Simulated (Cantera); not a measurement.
Standard-state values (1 bar) from the NASA 1993 polynomials, evaluated with Cantera. Values are per mole of reaction as written; species without (g) are pure solids or liquids, kept so even where they would boil at 1 bar.

Question: Between 300 and 1998 K, where is each reaction favourable under standard conditions?
- BN + 6 F(g) → NF₃(g) + BF₃(g)
- BF₃(g) + N(g) → 3 F(g) + BN

Answer: 
- BN + 6 F(g) → NF₃(g) + BF₃(g): ΔG° is -1357 kJ at 300 K and -528 kJ at 1998 K; it stays negative (K > 1). ΔH° is -1524 kJ and ΔS° -498 J/K at 1998 K.
- BF₃(g) + N(g) → 3 F(g) + BN: ΔG° is 625 kJ at 300 K and 455 kJ at 1998 K; it stays positive (K < 1). ΔH° is 670 kJ and ΔS° 108 J/K at 1998 K.
